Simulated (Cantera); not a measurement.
Charge: 1 mol SiCl4, 4.1 mol HCl, 1.1 mol H2, at 1025 K and 1.10 bar.

Cantera equilibrium calculation (NASA polynomials, part measured and part estimated; ideal gas, pure solids and liquids). Candidate condensed phases: Si; 19 gas species. The tables' values for SiCl3 are old estimates; treat these amounts as uncertain. Kinetics and transport are ignored.

Problem. What is the equilibrium state?

Solution. 
| Property | Result |
|---|---|
| x(HCl) | 0.662 |
| x(H2) | 0.177 |
| x(SiCl4) | 0.161 |
| x(SiHCl3) | 0.000370 |
| x(SiCl3) | 2.00e-5 |
| gas amount | 6.200 mol |
| log10 activity of Si(s) (absent) | -7.93 |
